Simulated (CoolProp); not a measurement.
Properties of CH2F2 (R32) at several states.

The numbers come from the reference Helmholtz-energy equation of state, Tillner-Roth 1997 in CoolProp.

```
T (K)  p (MPa)   phase  density (kg/m³)  cp (kJ/(kg K))  isothermal compressibility (1/MPa)  viscosity (µPa s)  Prandtl number
-----  -------  ------  ---------------  --------------  ----------------------------------  -----------------  --------------
283       9.75  liquid                …               …                            0.003276                153            1.68
350.7    0.131     gas            2.358          0.9203                               7.702               15.7           0.801
354.3    0.728     gas            13.51          0.9887                               1.446               15.9               …
```

Q: What belongs in the gaps?

A: 
- 283, density (kg/m³): 1055
- 283, cp (kJ/(kg K)): 1.696
- 354.3, Prandtl number: 0.818

Viscosity comes from a separate model (Bell 2016), an estimate that may be off by 10 % or more. Thermal conductivity comes from a separate model (Huber 2003), an estimate that may be off by 10 % or more.
